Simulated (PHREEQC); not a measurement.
A PHREEQC input (ion-association model, phreeqc.dat):

```
SOLUTION 1
  temp 20
  units mg/kgw
  pH 6.58 charge
  pe 1.1
  Na 97.3
  K 204
  Ca 274
  Mg 43.6
  Cl 238
  S(6) 599 as SO4
  Alkalinity 451 as HCO3
  Zn 2.48
END
USE solution 1
EQUILIBRIUM_PHASES 1
  CO2(g) -3.4 10
END
```

It stops with these messages:

```
ERROR: pH adustment cannot attain charge balance when alkalinity is fixed.
ERROR: Program terminating due to input errors.
```

The fault: pH asked from the charge balance while alkalinity is fixed. The line should read `pH 6.58` where the input has `pH 6.58 charge`. With the mend the run ends at pH 8.84 and ionic strength 0.0335 mol/kgw.
